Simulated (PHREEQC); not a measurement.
Solution (32 °C): 0.002 mol CdSO4, 3.4e-05 mol NaCl and 0.022 mol NiCl2 per kg of water. Closed to the air; pH follows from the charge balance.

The numbers come from PHREEQC with the ion-association model, wateq4f.dat.

This is a speciation only: nothing precipitates in the calculation.

**Question.** Estimate the pH, ionic strength.

**Answer.** pH 5.82; ionic strength 0.0659 mol/kgw.

**Question.** In which forms is Cd present?

**Answer.** CdCl+ 57 %, Cd+2 34 %, CdCl2 6.4 %, CdSO4 2.0 % of the Cd.

Complexes and solids missing from the database can't appear. In wateq4f.dat the enthalpy of Ni(OH)2 has the wrong sign, so its saturation index can't be trusted away from 25 °C.
